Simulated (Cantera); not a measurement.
Feed: 1 mol SiO2, 1.4 mol Al2O3, 20 mol H2, held at 1900 K and 4.10 bar.

Equilibrium computed with Cantera from the NASA thermochemical tables; the gas is ideal and each condensed phase is pure. Candidate condensed phases: Al, Al2O3, Al2SiO5, Al6Si2O13, H2O, Si, SiO2; 28 gas species. Mutual solubility and eutectic melting of coexisting phases are not modelled. The tables hold silica as quartz up to 1696 K and as liquid above; real silica turns to tridymite and cristobalite and melts near 1996 K. Condensed phases not in the tables: alloys, solid solutions and most ternary compounds. Rates play no part.

Base state: H2 0.996, H2O 0.00183, SiO 0.00183, H 0.000391 (mole fractions); condensed: Al6Si2O13(mullite) + SiO2(condensed).

Problem. What changes in the equilibrium state with this change: pressure from 4.10 bar to 7.50 bar?

Solution. 
| species | before | after |
|---|---|---|
| H2 | 0.996 | 0.997 |
| H2O | 0.00183 | 0.00136 |
| SiO | 0.00183 | 0.00136 |
| H | 0.000391 | 0.000289 |
| Al6Si2O13(mullite), mol | 0.467 | 0.467 |
| SiO2(condensed), mol | 0.0299 | 0.0395 |
Gases not in the tables: Si(OH)4.

Problem. What changes in the equilibrium state with this change: temperature from 1900 K to 773 K?

Solution. 
```json
[
 {"species": "H2", "before": "0.996", "after": "1.00"},
 {"species": "H2O", "before": "0.00183", "after": "<1e-9"},
 {"species": "SiO", "before": "0.00183", "after": "<1e-9"},
 {"species": "H", "before": "0.000391", "after": "<1e-9"},
 {"species": "Al6Si2O13(mullite), mol", "before": "0.467", "after": "0"},
 {"species": "SiO2(condensed), mol", "before": "0.0299", "after": "0"},
 {"species": "Al2O3(s), mol", "before": "0", "after": "0.400"},
 {"species": "Al2SiO5(andalusite), mol", "before": "0", "after": "1.00"}
]
```

Problem. What changes in the equilibrium state with this change: temperature from 1900 K to 1048.15 K?

Solution. 
```csv
species,before,after
H2,0.996,1.00
H2O,0.00183,2.66e-8
H,0.000391,3.83e-9
SiO,0.00183,<1e-9
"Al6Si2O13(mullite), mol",0.467,0
"SiO2(condensed), mol",0.0299,0
"Al2O3(s), mol",0,0.400
"Al2SiO5(andalusite), mol",0,1.00
```
